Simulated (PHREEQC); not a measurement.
A solution holds 0.0071 mol/kgw MnSO4, at 25 °C. Closed to the air; pH follows from the charge balance.

All values are PHREEQC results (ion-association model, phreeqc.dat), not measurements.

Each row changes one thing in this solution. No solid was allowed to form.

```json
[
 {"case": "as made", "pH": "6.57", "ionic strength (mol/kgw)": "0.0215", "Mn+2 (mol/kgw)": "0.00538", "SO4-2 (mol/kgw)": "0.00538", "MnSO4 (mol/kgw)": "0.00172", "MnOH+ (mol/kgw)": "3.49e-7", "SI of Pyrochroite (Mn(OH)2)": "-4.55"},
 {"case": "temperature from 25 to 20 °C", "pH": "6.66", "ionic strength (mol/kgw)": "0.0219", "Mn+2 (mol/kgw)": "0.00548", "SO4-2 (mol/kgw)": "0.00548", "MnSO4 (mol/kgw)": "0.00162", "MnOH+ (mol/kgw)": "2.83e-7", "SI of Pyrochroite (Mn(OH)2)": "?"},
 {"case": "MnSO4 from 0.0071 to 0.00355 mol/kgw", "pH": "?", "ionic strength (mol/kgw)": "0.0116", "Mn+2 (mol/kgw)": "0.00291", "SO4-2 (mol/kgw)": "0.00291", "MnSO4 (mol/kgw)": "0.000642", "MnOH+ (mol/kgw)": "2.43e-7", "SI of Pyrochroite (Mn(OH)2)": "-4.62"},
 {"case": "diluted 10-fold with water", "pH": "6.82", "ionic strength (mol/kgw)": "0.00264", "Mn+2 (mol/kgw)": "0.000660", "SO4-2 (mol/kgw)": "0.000660", "MnSO4 (mol/kgw)": "4.98e-5", "MnOH+ (mol/kgw)": "9.57e-8", "SI of Pyrochroite (Mn(OH)2)": "?"},
 {"case": "MnSO4 from 0.0071 to 0.071 mol/kgw", "pH": "6.38", "ionic strength (mol/kgw)": "0.161", "Mn+2 (mol/kgw)": "0.0403", "SO4-2 (mol/kgw)": "0.0403", "MnSO4 (mol/kgw)": "0.0307", "MnOH+ (mol/kgw)": "1.16e-6", "SI of Pyrochroite (Mn(OH)2)": "?"}
]
```

Task: What belongs in the gaps?

Result: 
- temperature from 25 to 20 °C, SI of Pyrochroite (Mn(OH)2): -4.38
- MnSO4 from 0.0071 to 0.00355 mol/kgw, pH: 6.65
- diluted 10-fold with water, SI of Pyrochroite (Mn(OH)2): -4.83
- MnSO4 from 0.0071 to 0.071 mol/kgw, SI of Pyrochroite (Mn(OH)2): -4.29

Complexes and solids missing from the database can't appear.
